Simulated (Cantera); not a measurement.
**Equilibrium for boron, boron nitride and boron oxide: B2O3 + H2**

Charge: 1 mol B2O3, 21 mol H2, held at 38.0 Pa.

These are equilibrium values from Cantera (NASA tables, ideal gas, pure condensed phases), not measurements of a reactor. Candidate condensed phases: B, B2O3, B3O3H3, H2O; 23 gas species. Kinetics and transport are ignored.

From 1077 °C to 1177 °C the condensed part is B2O3(l). From 1277 °C to 1977 °C nothing is condensed. The main B-bearing gas is HBO at 1077 °C and BO at 1977 °C.

```json
[
 {"T (°C)": "1077", "x H2": "0.990", "x H": "0.000122", "x BO": "1.58e-5", "x HBO2": "0.00389", "x B2O3": "0.00185", "x HBO": "0.00390", "x H2O": "0.000192", "n B2O3(l)": "0.875"},
 {"T (°C)": "1177", "x H2": "0.947", "x H": "0.000472", "x BO": "0.000195", "x HBO2": "0.0167", "x B2O3": "0.0198", "x HBO": "0.0139", "x H2O": "0.000450", "n B2O3(l)": "0.195"},
 {"T (°C)": "1277", "x H2": "0.932", "x H": "0.00156", "x BO": "0.000723", "x HBO2": "0.0213", "x B2O3": "0.0233", "x HBO": "0.0178", "x H2O": "0.000823", "n B2O3(l)": "0"},
 {"T (°C)": "1377", "x H2": "0.926", "x H": "0.00449", "x BO": "0.00202", "x HBO2": "0.0232", "x B2O3": "0.0207", "x HBO": "0.0196", "x H2O": "0.00139", "n B2O3(l)": "0"},
 {"T (°C)": "1477", "x H2": "0.916", "x H": "0.0114", "x BO": "0.00484", "x HBO2": "0.0248", "x B2O3": "0.0180", "x HBO": "0.0206", "x H2O": "0.00227", "n B2O3(l)": "0"},
 {"T (°C)": "1577", "x H2": "0.897", "x H": "0.0262", "x BO": "0.00995", "x HBO2": "0.0260", "x B2O3": "0.0150", "x HBO": "0.0202", "x H2O": "0.00365", "n B2O3(l)": "0"},
 {"T (°C)": "1677", "x H2": "0.865", "x H": "0.0547", "x BO": "0.0176", "x HBO2": "0.0263", "x B2O3": "0.0115", "x HBO": "0.0183", "x H2O": "0.00579", "n B2O3(l)": "0"},
 {"T (°C)": "1777", "x H2": "0.810", "x H": "0.105", "x BO": "0.0270", "x HBO2": "0.0250", "x B2O3": "0.00799", "x HBO": "0.0151", "x H2O": "0.00886", "n B2O3(l)": "0"},
 {"T (°C)": "1877", "x H2": "0.727", "x H": "0.184", "x BO": "0.0364", "x HBO2": "0.0217", "x B2O3": "0.00488", "x HBO": "0.0113", "x H2O": "0.0125", "n B2O3(l)": "0"},
 {"T (°C)": "1977", "x H2": "0.612", "x H": "0.298", "x BO": "0.0440", "x HBO2": "0.0164", "x B2O3": "0.00258", "x HBO": "0.00775", "x H2O": "0.0156", "n B2O3(l)": "0"}
]
```
x: gas mole fraction; n: condensed amount in mol.
